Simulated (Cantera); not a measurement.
Input: 1 mol B, 0.08 mol Cl₂, 0.2 mol H₂, held at 113 Torr.

Equilibrium computed with Cantera from the NASA thermochemical tables; the gas is ideal and each condensed phase is pure. Candidate condensed phases: B; 13 gas species. The tables' values for BCl₂ are old estimates; treat these amounts as uncertain. Gases not in the tables: BHCl₂. The numbers say what is thermodynamically allowed, not how fast it happens. All values below are at 1275 K.

Base state: H₂ 0.655, HCl 0.213, BCl₃ 0.132, BCl₂ 8.49e-5 (mole fractions); condensed: B(s).

Q: What changes in the equilibrium state with this change: 0.088 mol O₂ added?

A: 
```json
[
 {"species": "H₂", "before": "0.655", "after": "0.662"},
 {"species": "HCl", "before": "0.213", "after": "0.199"},
 {"species": "BCl₃", "before": "0.132", "after": "0.106"},
 {"species": "B₃O₃Cl₃", "before": "0", "after": "0.0315"},
 {"species": "B₃O₃H₃", "before": "0", "after": "0.00145"},
 {"species": "HBO", "before": "0", "after": "0.000418"},
 {"species": "BOCl", "before": "0", "after": "0.000220"},
 {"species": "B(s), mol", "before": "0.965", "after": "0.846"},
 {"species": "B₂O₃(l), mol", "before": "0", "after": "0.0500"}
]
```
Mutual solubility and eutectic melting of coexisting phases are not modelled. The tables' values for BOCl, BCl₂ are old estimates; treat these amounts as uncertain. Further candidate phases: B₂O₃, B₃O₃H₃, H₂O.
